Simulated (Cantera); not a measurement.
Input: 1 mol CO2, 0.21 mol H2O, 0.49 mol O2, at 2650 K and 2200 Pa.

Cantera equilibrium calculation (NASA polynomials, part measured and part estimated; ideal gas, pure solids and liquids). Candidate condensed phases: C, C6H6, C7H8, C8H18, H2O; 110 gas species. Kinetics and transport are ignored.

Base state: O2 0.291, CO2 0.237, CO 0.231, O 0.106, H2O 0.0532, OH 0.0462, H 0.0280, H2 0.00786 (mole fractions); condensed: gas only.

Problem. What changes in the equilibrium state with this change: CO2 replaced by H2S?

Solution. 
```tsv
species	before	after
H2	0.00786	0.274
SO	0	0.176
H	0.0280	0.166
O2	0.291	0.00155
CO2	0.237	0
CO	0.231	0
S	0	0.0901
SO2	0	0.0811
S2	0	0.0283
SH	0	0.0186
O	0.106	0.00772
H2O	0.0532	0.136
OH	0.0462	0.0199
H2S	0	0.00107
S2O	0	0.000323
```
Further candidate phases: H2SO4, S.

Problem. What changes in the equilibrium state with this change: pressure from 2200 Pa to 5700 Pa?

Solution. 
```tsv
species	before	after
CO2	0.237	0.313
O2	0.291	0.301
CO	0.231	0.186
O	0.106	0.0669
H	0.0280	0.0156
H2O	0.0532	0.0697
OH	0.0462	0.0420
HO2	7.44e-6	1.11e-5
H2	0.00786	0.00628
```
